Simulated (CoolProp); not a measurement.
The numbers come from the reference Helmholtz-energy equation of state, Younglove 1994 in CoolProp. It is a modified Benedict-Webb-Rubin equation, recast in Helmholtz form.

Task: Give the vapour pressure (MPa), enthalpy of vaporisation (kJ/kg), liquid viscosity (µPa s) of saturated R123 at 348.3 K.

Result: 
```tsv
T (K)	p (MPa)	enthalpy of vaporisation (kJ/kg)	liquid viscosity (µPa s)
348.3	0.432	148	242
```

Viscosity comes from a separate model (Tanaka 1996).
